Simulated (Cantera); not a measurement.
Silicon oxide and oxynitride deposition: TEOS + O3 + N2 + N2O

A closed system holds: 1 mol TEOS, 1.5 mol O3, 94 mol N2, 0.31 mol N2O, equilibrated at 0.000230 bar.

Cantera equilibrium calculation (NASA polynomials, part measured and part estimated; ideal gas, pure solids and liquids). Candidate condensed phases: C, C6H6, C7H8, C8H18, H2O, Si, SiC, SiO2, Si2N2O, Si3N4; 151 gas species. The feed counts by its element totals alone. Mutual solubility and eutectic melting of coexisting phases are not modelled. The tables hold silica as quartz up to 1696 K and as liquid above; real silica turns to tridymite and cristobalite and melts near 1996 K. The numbers say what is thermodynamically allowed, not how fast it happens.

At 800 K the condensed part is C(graphite) + SiO2(α-quartz). At 900 K the condensed part is C(graphite) + SiO2(β-quartz). From 1000 K to 1300 K the condensed part is SiO2(β-quartz) + Si2N2O(s). At 1400 K the condensed part is Si2N2O(s). From 1500 K to 1700 K the condensed part is SiC(s). From 1800 K to 1900 K nothing is condensed.

| T (K) | log p N2 | log p H2 | log p CO | log p H | log p SiO | log p Si | log p HCN | n C(graphite) | n SiO2(α-quartz) | n SiO2(β-quartz) | n Si2N2O(s) | n SiC(s) |
|---|---|---|---|---|---|---|---|---|---|---|---|---|
| 800 | -3.71 | -4.68 | -4.85 | -13.88 | <-15 | <-15 | -11.22 | 1.20 | 1.00 | 0 | 0 | 0 |
| 900 | -3.71 | -4.68 | -4.85 | -12.27 | <-15 | <-15 | -10.26 | 1.19 | 0 | 1.00 | 0 | 0 |
| 1000 | -3.71 | -4.69 | -4.78 | -10.99 | -13.23 | <-15 | -9.61 | 0 | 0 | 0.207 | 0.397 | 0 |
| 1100 | -3.71 | -4.69 | -4.78 | -9.93 | -10.81 | <-15 | -9.82 | 0 | 0 | 0.207 | 0.397 | 0 |
| 1200 | -3.71 | -4.69 | -4.78 | -9.05 | -8.80 | <-15 | -10.00 | 0 | 0 | 0.206 | 0.397 | 0 |
| 1300 | -3.71 | -4.69 | -4.78 | -8.30 | -7.11 | -14.35 | -10.14 | 0 | 0 | 0.194 | 0.384 | 0 |
| 1400 | -3.72 | -4.69 | -4.79 | -7.66 | -5.90 | -11.91 | -9.80 | 0 | 0 | 0 | 0.190 | 0 |
| 1500 | -3.72 | -4.69 | -4.79 | -7.10 | -5.73 | -9.23 | -8.06 | 0 | 0 | 0 | 0 | 0.0927 |
| 1600 | -3.72 | -4.69 | -4.79 | -6.61 | -5.73 | -8.19 | -7.69 | 0 | 0 | 0 | 0 | 0.0883 |
| 1700 | -3.72 | -4.70 | -4.79 | -6.18 | -5.74 | -7.27 | -7.37 | 0 | 0 | 0 | 0 | 0.0705 |
| 1800 | -3.72 | -4.71 | -4.79 | -5.80 | -5.76 | -6.53 | -7.13 | 0 | 0 | 0 | 0 | 0 |
| 1900 | -3.72 | -4.73 | -4.79 | -5.47 | -5.78 | -6.46 | -7.52 | 0 | 0 | 0 | 0 | 0 |
log p: log10 of the partial pressure in bar; n: condensed amount in mol.
